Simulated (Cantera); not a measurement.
An isothermal, constant-pressure homogeneous reactor starts with 17.5 % NH3, 82.5 % H2, at 2348 K and 12000 Pa.

Cantera simulation using the gas-phase N/H chemistry of the illustrative SiF4/NH3 mechanism in the Surface Chemkin manual (1991); the numbers are that mechanism's predictions, not measurements. Walls and surfaces, which speed up NH3 decomposition in real reactors, are not modelled.

x: mole fraction; the columns are a selection and need not sum to one.

```
t (s)          x NH3   x H2      x N2H4         x H         x N        x NH       x NH2
--------  ----------  -----  ----------  ----------  ----------  ----------  ----------
8.00e-5        0.175  0.824    7.18e-10    0.000552     1.32e-7     4.97e-6    0.000376
0.000229       0.174  0.823     4.93e-9     0.00146     2.39e-6     3.42e-5    0.000984
0.000656       0.169  0.825     1.19e-8     0.00234     9.29e-6     8.36e-5     0.00153
0.00188        0.154  0.834     1.09e-8     0.00248     9.85e-6     8.42e-5     0.00146
0.00538   (withheld)  0.854  (withheld)  (withheld)     1.00e-5     7.78e-5  (withheld)
0.0154        0.0554  0.890     2.82e-9     0.00374     1.06e-5     6.26e-5    0.000745
0.0442       0.00406  0.913    9.97e-11     0.00987     1.38e-5     3.10e-5    0.000140
0.126        1.18e-5  0.894      <1e-12      0.0326     1.57e-6     1.04e-6     1.38e-6
0.362        1.66e-6  0.893      <1e-12      0.0339     2.49e-7     1.59e-7     2.02e-7
1.04      (withheld)  0.893      <1e-12      0.0339  (withheld)  (withheld)  (withheld)
2.97         3.47e-7  0.893      <1e-12      0.0339     5.21e-8     3.32e-8     4.22e-8
8.51         3.39e-7  0.893      <1e-12      0.0339     5.08e-8     3.23e-8     4.12e-8
24.4         3.39e-7  0.893      <1e-12      0.0339     5.08e-8     3.23e-8     4.12e-8
69.8         3.39e-7  0.893      <1e-12      0.0339     5.08e-8     3.23e-8     4.12e-8
200          3.39e-7  0.893      <1e-12      0.0339     5.08e-8     3.23e-8     4.12e-8
```

Some entries are withheld; supply them.


- 0.00538, x NH3: 0.118
- 0.00538, x N2H4: 7.62e-9
- 0.00538, x H: 0.00278
- 0.00538, x NH2: 0.00122
- 1.04, x NH3: 5.48e-7
- 1.04, x N: 8.23e-8
- 1.04, x NH: 5.24e-8
- 1.04, x NH2: 6.67e-8
